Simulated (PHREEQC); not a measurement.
A made-up water analysis in mg/L, 25 °C, pH 2.22, pe 11: Na 35; K 35.8; Ca 129; Mg 73.5; Cl 36.4; S(6) as SO4 1050; Mn(2) 1.6.

Cl is adjusted to close the charge balance.
Valence states are taken as typed.

Model: ion-association model, phreeqc.dat, run in PHREEQC.

This is a speciation only: nothing precipitates in the calculation.

What ionic strength does the model give?

ionic strength 0.0295 mol/kgw.

In which forms is S present?

SO4-2 61 %, HSO4- 22 %, MgSO4 8.6 %, CaSO4 7.3 % of the S.

Complexes and solids missing from the database can't appear.
